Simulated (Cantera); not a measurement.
# Ignition delay

Mixture: 8.23 % CH3OH, 19.3 % O2, 72.5 % N2, at 1.00 bar, adiabatic and at constant pressure. Ignition delay is the time to a rise of 400 K.

Model: GRI-Mech 3.0 (53 species, 325 reactions), integrated in Cantera. GRI-Mech 3.0 was tuned for natural gas; its chemistry of methanol as a main component is partial and can be far from experiment.

```json
[
 {"T0 (K)": "1025", "delay (ms)": "315"},
 {"T0 (K)": "1125", "delay (ms)": "39.5"},
 {"T0 (K)": "1225", "delay (ms)": "7.11"},
 {"T0 (K)": "1325", "delay (ms)": "1.73"},
 {"T0 (K)": "1425", "delay (ms)": "0.546"},
 {"T0 (K)": "1525", "delay (ms)": "0.213"},
 {"T0 (K)": "1625", "delay (ms)": "0.0973"},
 {"T0 (K)": "1725", "delay (ms)": "0.0499"},
 {"T0 (K)": "1825", "delay (ms)": "0.0279"}
]
```

| Property | Value |
|---|---|
| apparent activation energy between 1625 and 1825 K | 150 kJ/mol |
